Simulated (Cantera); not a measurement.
Cantera run, input and output.

```python
import numpy as np
import cantera as ct

gas = ct.Solution("gri30.yaml")
gas.TPX = 1723, 100000, {'CH4': 1, 'H2': 0.46, 'O2': 1.31, 'N2': 12.2}
reactor = ct.IdealGasReactor(gas, energy="on", clone=False)
net = ct.ReactorNet([reactor])
net.rtol, net.atol = 1e-08, 1e-16
show = ['CH4', 'H2', 'O2', 'NO', 'C2H6', 'H2O2', 'H2O']
times = np.geomspace(6e-06, 1, 13)

steps = ct.SolutionArray(gas, extra=["t"])
rows = []
print(f"{'t/s':>10s}{'T/K':>9s}{'P/Pa':>11s}" + "".join(f"{s:>11s}" for s in show))
for t in times:
    while net.time < t:
        t_next = net.step()
        steps.append(gas.state, t=t_next)
    rows.append([np.interp(t, steps.t, y) for y in (steps.T, steps.P, *steps(*show).X.T)])
    print(f"{t:10.3e}{rows[-1][0]:9.1f}{rows[-1][1]:11.4g}" + "".join(f"{x:11.3e}" for x in rows[-1][2:]))
rate = np.gradient(steps.T, steps.t)
print("integrator steps:", len(steps.t))
if steps.T.max() > steps.T[0] + 200:
    print(f"time of steepest temperature rise: {steps.t[rate.argmax()]:.4e} s")
gas.TPX = 1723, 100000, {'CH4': 1, 'H2': 0.46, 'O2': 1.31, 'N2': 12.2}
gas.equilibrate("UV")
print(f"equilibrium (UV): T = {gas.T:.1f} K  " + "  ".join(f"{s} {gas[s].X[0]:.3e}" for s in show))
```

Result:

```
       t/s      T/K       P/Pa        CH4         H2         O2         NO       C2H6       H2O2        H2O
 6.000e-06   1722.9      1e+05  6.678e-02  3.073e-02  8.750e-02  2.391e-13  4.377e-09  3.862e-08  5.519e-06
 1.634e-05   1722.8  9.999e+04  6.673e-02  3.073e-02  8.748e-02  1.410e-12  1.429e-07  1.007e-07  3.224e-05
 4.451e-05   1722.8  9.999e+04  6.635e-02  3.067e-02  8.731e-02  1.439e-11  8.184e-06  1.630e-07  3.043e-04
 1.212e-04   1761.8  1.025e+05  5.663e-02  3.245e-02  8.138e-02  2.801e-09  7.044e-04  1.438e-06  8.129e-03
 3.302e-04   2558.0  1.566e+05  2.600e-13  6.180e-02  2.510e-04  2.400e-04  8.885e-26  1.689e-08  8.640e-02
 8.993e-04   2596.2  1.586e+05  6.692e-13  6.271e-02  1.270e-04  3.239e-04  3.066e-25  1.108e-08  8.806e-02
 2.449e-03   2600.1  1.588e+05  7.914e-13  6.292e-02  1.124e-04  4.494e-04  3.854e-25  1.021e-08  8.819e-02
 6.672e-03   2598.9  1.587e+05  8.038e-13  6.303e-02  1.108e-04  5.859e-04  3.963e-25  1.010e-08  8.809e-02
 1.817e-02   2598.6  1.587e+05  8.068e-13  6.306e-02  1.105e-04  6.193e-04  3.990e-25  1.008e-08  8.807e-02
 4.949e-02   2598.6  1.587e+05  8.068e-13  6.306e-02  1.105e-04  6.197e-04  3.990e-25  1.008e-08  8.807e-02
 1.348e-01   2598.6  1.587e+05  8.068e-13  6.306e-02  1.105e-04  6.197e-04  3.990e-25  1.008e-08  8.807e-02
 3.672e-01   2598.6  1.587e+05  8.068e-13  6.306e-02  1.105e-04  6.197e-04  3.990e-25  1.008e-08  8.807e-02
 1.000e+00   2598.6  1.587e+05  8.068e-13  6.306e-02  1.105e-04  6.197e-04  3.990e-25  1.008e-08  8.807e-02
integrator steps: 1607
time of steepest temperature rise: 1.7235e-04 s
equilibrium (UV): T = 2598.6 K  CH4 9.131e-13  H2 6.306e-02  O2 1.105e-04  NO 6.197e-04  C2H6 4.950e-25  H2O2 1.008e-08  H2O 8.807e-02
```

Cantera simulation using GRI-Mech 3.0 (53 species, 325 reactions); the numbers are that mechanism's predictions, not measurements.
